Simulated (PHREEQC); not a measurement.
Solution (80 °C): 100 mmol/kgw CuCl2 and 7.9 mmol/kgw KCl. Closed to the air; pH follows from the charge balance.

All values are PHREEQC results (ion-association model, phreeqc.dat), not measurements.

The pH is 3.79 and the ionic strength is 0.195 mol/kgw. The density comes out as 0.984 g/cm³.

```tsv
species	molality	activity	log γ
Cl-	0.150	0.104	-0.160
CuCl+	0.0516	0.0359	-0.158
Cu+2	0.0450	0.0132	-0.532
K+	0.00790	0.00543	-0.163
CuCl2	0.00315	0.00330	0.020
H+	0.000210	0.000164	-0.108
Cu2(OH)2+2	0.000105	2.84e-5	-0.566
CuCl3-	3.98e-6	2.76e-6	-0.158
CuOH+	1.15e-6	8.03e-7	-0.158
CuCl4-2	1.59e-8	4.21e-9	-0.578
Cu(OH)2	9.74e-9	1.02e-8	0.020
OH-	2.29e-9	1.57e-9	-0.166
```

Precipitation was switched off in this run. Species that the database lacks are ignored. At this temperature some constants are extrapolated from 25 °C, and those without enthalpy data are left unchanged.
